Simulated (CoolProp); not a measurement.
A Linde-Hampson liquefier for carbon monoxide: isothermal reversible compression at 300 K from 1 atm to 40 MPa, throttling to 1 atm, return gas leaving the recuperator 2 K below the feed. Each further row changes one setting.

Model: reference Helmholtz-energy equation of state, Lemmon 2006, in CoolProp. It is a short technical equation, of lower accuracy than the large ones.

```json
[
 {"case": "as stated", "liquid yield per pass": "[?]", "compression work (kJ/kg of gas)": "539"},
 {"case": "high pressure 80 MPa", "liquid yield per pass": "0.062", "compression work (kJ/kg of gas)": "[?]"},
 {"case": "warm-end temperature 330 K", "liquid yield per pass": "[?]", "compression work (kJ/kg of gas)": "[?]"},
 {"case": "warm-end gap 7 K", "liquid yield per pass": "0.090", "compression work (kJ/kg of gas)": "539"}
]
```

### Question
Fill in the missing entries.

### Answer

- as stated, liquid yield per pass: 0.101
- high pressure 80 MPa, compression work (kJ/kg of gas): 629
- warm-end temperature 330 K, liquid yield per pass: 0.074
- warm-end temperature 330 K, compression work (kJ/kg of gas): 597
